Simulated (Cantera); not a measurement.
Thermodynamics of silicon epitaxy and polysilicon growth, feed SiHCl3 + Cl2 + N2

Input: 1 mol SiHCl3, 0.011 mol Cl2, 240 mol N2, equilibrated at 0.00133 bar.

Equilibrium computed with Cantera from the NASA thermochemical tables; the gas is ideal and each condensed phase is pure. Candidate condensed phases: NH4Cl, Si, Si3N4; 28 gas species. N2 is the only nitrogen source here; it is nearly inert below about 1500 K, so the nitride shown seldom forms there in practice. The tables' values for SiCl3 are old estimates; treat these amounts as uncertain. Rates play no part.

```csv
T (K),log p N2,log p SiCl2,log p HCl,log p SiCl4,log p SiCl3,log p Cl,n Si3N4(s)
873,-2.88,-10.66,-5.28,-5.55,-8.99,-12.13,0.161
973,-2.88,-8.92,-5.27,-5.55,-7.96,-10.74,0.162
1073,-2.88,-7.52,-5.27,-5.56,-7.14,-9.61,0.161
1173,-2.88,-6.39,-5.27,-5.62,-6.50,-8.68,0.146
1273,-2.88,-5.59,-5.27,-5.98,-6.19,-7.97,0.0742
1373,-2.88,-5.29,-5.30,-6.99,-6.48,-7.53,0
1473,-2.88,-5.28,-5.28,-7.52,-6.67,-6.85,0
1573,-2.88,-5.27,-5.29,-8.28,-6.98,-6.41,0
```
log p: log10 of the partial pressure in bar; n: condensed amount in mol.

From 873 K to 1273 K the condensed part is Si3N4(s). From 1373 K to 1573 K nothing is condensed. The main Si-bearing gas is SiCl4 at 873 K and SiCl2 at 1573 K.
